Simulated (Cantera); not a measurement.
## Low-pressure radical oxidation in H2/O2

An isothermal, constant-pressure homogeneous reactor starts with 2.58 % H₂, 62.9 % O₂, 34.6 % N₂, at 1150 K and 0.00620 bar.

Computed with Cantera and GRI-Mech 3.0 (53 species, 325 reactions). Radical loss at walls, strong at low pressure, is not modelled.

| t (s) | x H₂ | x O₂ | x NO | x N₂O | x H |
|---|---|---|---|---|---|
| 3.00e-6 | 0.0258 | 0.629 | <1e-12 | <1e-12 | 7.67e-12 |
| 1.30e-5 | 0.0258 | 0.629 | <1e-12 | <1e-12 | 3.23e-11 |
| 5.62e-5 | 0.0258 | 0.629 | <1e-12 | <1e-12 | 1.26e-10 |
| 0.000243 | 0.0258 | 0.629 | <1e-12 | <1e-12 | 4.14e-10 |
| 0.00105 | 0.0258 | 0.629 | <1e-12 | <1e-12 | 2.15e-9 |
| 0.00456 | 0.0258 | 0.629 | <1e-12 | <1e-12 | 4.37e-7 |
| 0.0197 | 0.000492 | 0.608 | 9.71e-9 | 5.68e-10 | 0.00418 |
| 0.0854 | 0.000294 | 0.611 | 6.78e-8 | 2.27e-9 | 0.00276 |
| 0.370 | 0.000136 | 0.618 | 1.46e-7 | 2.99e-9 | 0.000821 |
| 1.60 | 1.97e-5 | 0.623 | 1.65e-7 | 4.12e-9 | 4.41e-5 |
| 6.93 | 1.48e-6 | 0.624 | 1.66e-7 | 4.90e-9 | 9.15e-7 |
| 30.0 | 1.36e-7 | 0.624 | 1.67e-7 | 5.10e-9 | 2.58e-8 |
x: mole fraction; the columns are a selection and need not sum to one.

Equilibrium at this temperature and pressure: H₂ 1.82e-9, O₂ 0.624, NO 0.000152, N₂O 5.76e-10, H 4.06e-11 (gas phase only).
